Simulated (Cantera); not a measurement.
Feed: 1 mol Cu2O, 320 mol H2, 0.09 mol H2O, equilibrated at 19.0 mbar.

Equilibrium computed with Cantera from the NASA thermochemical tables; the gas is ideal and each condensed phase is pure. Candidate condensed phases: Cu, CuO, Cu(OH)2, Cu2O, H2O; 12 gas species. The numbers say what is thermodynamically allowed, not how fast it happens.

Which condensed phases are stable at each of these points (T (K)): 650, 800, 950, 1100, 1250, 1400, 1550, 1700?


```tsv
T (K)	condensed phases	Cu condensed (%)
650	Cu(s)	100.0
800	Cu(s)	100.0
950	Cu(s)	100.0
1100	Cu(s)	100.0
1250	Cu(s)	100.0
1400	Cu(l)	98.9
1550	Cu(l)	84.3
1700	gas only	0.0
```

From 650 K to 1250 K the condensed part is Cu(s). From 1400 K to 1550 K the condensed part is Cu(l). At 1700 K nothing is condensed.
